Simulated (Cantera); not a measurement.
What does this Cantera script print?

```python
import numpy as np
import cantera as ct

gas_names = """
    H H2 N NH NH2 NH3 N2 N2H2 N2H4 V VN
""".split()
cond_names = """
    V(cr) V(L) VN(s)
""".split()


# ... load() reads the species with a 1 bar reference pressure and builds the phases ...
atoms = {
    'V': {'V': 1},
    'NH3': {'N': 1, 'H': 3},
    'H2': {'H': 2},
}
top_T = {'VN(s)': 2300}  # K; cautious upper limits of use, not melting points


# ... equilibrate(T, P, feed) seeds the gas with the atoms and calls Mixture.equilibrate('TP', solver="vcs", rtol=1e-11, max_steps=5000) ...
results = []
feed = {'V': 1, 'NH3': 6.6, 'H2': 130}  # mol
P = 10000  # Pa
for T in [1573, 1673, 1773, 1873, 1973, 2073, 2173, 2273, 2373, 2473, 2573]:
    mix = equilibrate(T, P, feed)
    results.append((T, P, feed, dict(zip(mix.species_names, mix.species_moles))))

top = {s: max(r[3][s] / sum(r[3][g] for g in gas_names) for r in results) for s in gas_names}
cols = sorted((s for s in top if top[s] > 0.0001), key=lambda s: -top[s])[:5]
seen = [c for c in cond_names if any(r[3].get(c, 0) > 1e-12 for r in results)]
print("log10 of partial pressures in bar; condensed amounts in mol")
print(f"{'T/K':>10s}" + "".join(f"{s[:9]:>10s}" for s in cols + seen))
for T, P, feed, n in results:
    ng = sum(n[g] for g in gas_names)
    print(f"{T:10.4g}" + "".join(f"{np.log10(max(n[s] / ng * P / 1e5, 1e-99)):10.3f}" for s in cols)
          + "".join(f"{n.get(c, 0):10.4g}" for c in seen))
```

It prints:

```
log10 of partial pressures in bar; condensed amounts in mol
       T/K        H2         H        N2         V     V(cr)      V(L)     VN(s)
      1573    -1.009    -4.895    -2.707   -10.704         0         0         1
      1673    -1.009    -4.448    -2.707    -9.280         0         0         1
      1773    -1.009    -4.050    -2.707    -8.020         0         0         1
      1873    -1.009    -3.695    -2.708    -6.897         0         0    0.9998
      1973    -1.010    -3.375    -2.708    -5.891         0         0    0.9982
      2073    -1.014    -3.087    -2.639    -5.175    0.9904         0         0
      2173    -1.017    -2.825    -2.641    -4.594    0.9633         0         0
      2273    -1.022    -2.587    -2.643    -4.086         0     0.881         0
      2373    -1.030    -2.370    -2.648    -3.627         0    0.6539         0
      2473    -1.044    -2.173    -2.655    -3.207         0   0.07439         0
      2573    -1.060    -1.994    -2.663    -3.182         0         0         0
```

Equilibrium computed with Cantera from the NASA thermochemical tables; the gas is ideal and each condensed phase is pure. VN: taken at fixed stoichiometry. Condensed phases not in the tables: V2N, N, O or C dissolved in the metal.
